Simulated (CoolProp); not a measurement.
A single-stage vapour-compression cycle with the fluid: evaporating at 252.15 K (dew point), condensing at 307.15 K (bubble point), superheat 2 K, subcooling 5 K, compressor efficiency 0.8, no pressure losses. The same conditions are run with several fluids, on thermodynamics alone (safety and materials aside).

The numbers come from the reference Helmholtz-energy equation of state of each fluid (R123: Younglove 1994; propane: Lemmon 2009; sulfur hexafluoride: Guder 2009; R410A: Lemmon 2003; isobutene: Lemmon 2005; R21: Platzer 1990) in CoolProp. The equations of Platzer and Polt are older, rougher fits. Blends and air are pseudo-pure fits.

```csv
fluid,cooling COP,pressure ratio,discharge temperature (K),refrigerating effect (kJ/kg),volumetric capacity (kJ/m³)
R123,3.12,11.1,325.9,141,117
propane,2.90,5.04,326.6,278,1460
sulfur hexafluoride,2.08,4.36,314.9,45.3,2440
R410A,2.78,5.44,346.2,169,2480
isobutene,3.05,7.02,323.1,293,453
R21,3.16,9.05,365.6,205,274
```
